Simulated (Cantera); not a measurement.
Feed: 1 mol SiO2, 110 mol H2, 3.6 mol H2O, held at 3.40 bar.

Cantera equilibrium calculation (NASA polynomials, part measured and part estimated; ideal gas, pure solids and liquids). Candidate condensed phases: H2O, Si, SiO2; 18 gas species. The tables hold silica as quartz up to 1696 K and as liquid above; real silica turns to tridymite and cristobalite and melts near 1996 K. Gases not in the tables: Si(OH)4. The numbers say what is thermodynamically allowed, not how fast it happens. All values below are at 1575 °C.

Base state: H2 0.968, H2O 0.0317, H 0.000283, SiO 4.89e-5 (mole fractions); condensed: SiO2(condensed).

Task: What changes in the equilibrium state with this change: SiO2 replaced by V2O3?

Result: 
| species | before | after |
|---|---|---|
| H2 | 0.968 | 0.968 |
| H2O | 0.0317 | 0.0317 |
| H | 0.000283 | 0.000283 |
| SiO | 4.89e-5 | 0 |
| SiO2(condensed), mol | 0.994 | 0 |
| V2O3(s), mol | 0 | 1.000 |
Condensed phases not in the tables: the oxides between V2O3 and V2O5 other than VO2. Further candidate phases: V, VO, V2O3, V2O4, V2O5.

Task: What changes in the equilibrium state with this change: SiO2 replaced by V2O5?

Result: 
```json
[
 {"species": "H2", "before": "0.968", "after": "0.950"},
 {"species": "H2O", "before": "0.0317", "after": "0.0493"},
 {"species": "H", "before": "0.000283", "after": "0.000280"},
 {"species": "SiO", "before": "4.89e-5", "after": "0"},
 {"species": "SiO2(condensed), mol", "before": "0.994", "after": "0"},
 {"species": "V2O3(s), mol", "before": "0", "after": "1.000"}
]
```
Condensed phases not in the tables: the oxides between V2O3 and V2O5 other than VO2. Further candidate phases: V, VO, V2O3, V2O4, V2O5.
